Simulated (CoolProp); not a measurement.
c-C4F8 (RC318) along the isotherm 259.9 K: fugacity coefficient from the reference equation and from simpler models built on Tc = 388.4 K, pc = 27.78 bar, ω = 0.355; each cubic takes its own stable root.

The numbers come from the reference Helmholtz-energy equation of state, Platzer 1990 in CoolProp. This equation is an older, rougher fit; its heat capacities, sound speeds and derivatives of the liquid may be far off and weren't checked against measurements.

```
p (bar)   phase  reference
-------  ------  ---------
0.439       gas     0.9804
0.902    liquid     0.7962
1.85     liquid     0.3903
3.8      liquid     0.1921
7.81     liquid    0.09560
16       liquid    0.04887
32.9     liquid    0.02613
67.6     liquid    0.01543
139      liquid    0.01113
```

Question: How far does each simpler model (van der Waals, Redlich-Kwong, Soave-Redlich-Kwong, Peng-Robinson) lie from the reference over these 9 states: mean and median of the absolute difference, and the worst?

Answer: 
- van der Waals: mean 351.1 %, median 436.0 %, worst +704.0 % at 259.9 K and 139 bar
- Redlich-Kwong: mean 94.3 %, median 114.6 %, worst +129.3 % at 259.9 K and 139 bar
- Soave-Redlich-Kwong: mean 0.9 %, median 0.3 %, worst +3.9 % at 259.9 K and 139 bar
- Peng-Robinson: mean 1.0 %, median 0.4 %, worst -4.8 % at 259.9 K and 139 bar

At some of these states van der Waals, Redlich-Kwong gives the other phase, because its saturation line lies elsewhere.
